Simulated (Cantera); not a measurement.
Input: 1 mol B2O3, 0.083 mol H2O, 0.51 mol N2, equilibrated at 1825 K and 1330 Pa.

Equilibrium computed with Cantera from the NASA thermochemical tables; the gas is ideal and each condensed phase is pure. Rates play no part.

| species | before | after |
|---|---|---|
| H2 | 0.000735 | 0.470 |
| N2 | 0.484 | 0.267 |
| B2O3 | 0.362 | 0.0944 |
| B2O2 | 2.22e-5 | 0.0542 |
| HBO | 6.71e-5 | 0.0838 |
| HBO2 | 0.147 | 0.0196 |
| O2 | 1.34e-5 | <1e-9 |
| NO | 2.83e-5 | 2.25e-9 |
| OH | 4.51e-5 | 1.22e-7 |
| BO2 | 0.00175 | 9.23e-6 |
| BO | 0.000164 | 0.00808 |
| H | 0.000103 | 0.00261 |
| B2O3(l), mol | 0.540 | 0 |
| BN(s), mol | 0 | 0.935 |
Gas species are given as mole fractions.

**Question.** Which change was made?
(A) temperature from 1825 K to 2000 K
(B) temperature from 1825 K to 1498.15 K
(C) B2O3 replaced by B
(D) pressure from 1330 Pa to 10000 Pa

**Answer.** C, B2O3 replaced by B
